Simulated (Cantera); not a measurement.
An isothermal, constant-pressure homogeneous reactor starts with H₂ : O₂ : N₂ = 0.26 : 1 : 0.11 (molar parts), equivalence ratio 0.13, at 1200 K and 27.0 Torr.

Model: GRI-Mech 3.0 (53 species, 325 reactions), integrated in Cantera. Radical loss at walls, strong at low pressure, is not modelled. The temperature is held fixed by assumption; the heat of reaction is taken as removed at once.

x: mole fraction; the columns are a selection and need not sum to one.

```csv
t (s),x H₂,x O₂,x OH,x NO,x NO₂,x HO₂,x H
0.000700,0.0113,0.632,0.0101,9.84e-8,3.22e-12,2.05e-5,0.0603
0.00118,0.00767,0.646,0.00860,2.90e-7,1.26e-11,2.16e-5,0.0412
0.00198,0.00535,0.666,0.00722,4.46e-7,2.80e-11,2.22e-5,0.0219
0.00332,0.00285,0.684,0.00524,5.24e-7,5.98e-11,2.09e-5,0.00791
0.00558,0.00115,0.694,0.00327,5.46e-7,1.45e-10,1.65e-5,0.00191
0.00937,0.000386,0.699,0.00188,5.51e-7,3.64e-10,1.04e-5,0.000364
0.0157,0.000125,0.701,0.00107,5.51e-7,7.72e-10,5.36e-6,6.76e-5
0.0265,4.29e-5,0.701,0.000635,5.51e-7,1.27e-9,2.47e-6,1.39e-5
0.0445,1.61e-5,0.701,0.000395,5.51e-7,1.65e-9,1.12e-6,3.33e-6
0.0747,6.64e-6,0.701,0.000257,5.51e-7,1.81e-9,5.22e-7,9.17e-7
0.125,2.98e-6,0.702,0.000174,5.51e-7,1.76e-9,2.56e-7,2.84e-7
0.211,___,0.702,___,5.51e-7,___,___,___
0.354,7.17e-7,0.702,8.70e-5,5.51e-7,1.39e-9,7.17e-8,3.54e-8
0.595,3.76e-7,0.702,6.33e-5,5.51e-7,1.21e-9,4.15e-8,1.37e-8
1.00,___,0.702,___,5.51e-7,___,___,___
```

Fill in the missing entries.


- 0.211, x H₂: 1.42e-6
- 0.211, x OH: 0.000122
- 0.211, x NO₂: 1.60e-9
- 0.211, x HO₂: 1.32e-7
- 0.211, x H: 9.68e-8
- 1.00, x H₂: 2.04e-7
- 1.00, x OH: 4.68e-5
- 1.00, x NO₂: 1.10e-9
- 1.00, x HO₂: 2.65e-8
- 1.00, x H: 5.52e-9
